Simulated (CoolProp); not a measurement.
Water along the isotherm 405.15 °C: density (kg/m³) from the reference equation and from simpler models built on Tc = 373.9 °C, pc = 22.06 MPa, ω = 0.344; each cubic takes its own stable root.

Computed with CoolProp (reference Helmholtz-energy equation of state, Wagner 2002).

| p (MPa) | phase | reference |
|---|---|---|
| 10 | gas | 37.31 |
| 20 | gas | 97.09 |
| 30 | supercritical | 292.9 |
| 40 | supercritical | 500.8 |
| 50 | supercritical | 562.8 |
| 60 | supercritical | 600.5 |
| 70 | supercritical | 628.2 |
| 80 | supercritical | 650.4 |
| 90 | supercritical | 669.1 |
| 100 | supercritical | 685.3 |

**Question.** How far does each simpler model (ideal gas, van der Waals, Redlich-Kwong, Soave-Redlich-Kwong) lie from the reference over these 10 states: mean and median of the absolute difference, and the worst?

**Answer.** 
- ideal gas: mean 56.6 %, median 62.6 %, worst -74.5 % at 405.15 °C and 40 MPa
- van der Waals: mean 30.6 %, median 41.2 %, worst -43.0 % at 405.15 °C and 100 MPa
- Redlich-Kwong: mean 21.6 %, median 29.3 %, worst -30.0 % at 405.15 °C and 50 MPa
- Soave-Redlich-Kwong: mean 24.5 %, median 30.6 %, worst -33.2 % at 405.15 °C and 40 MPa
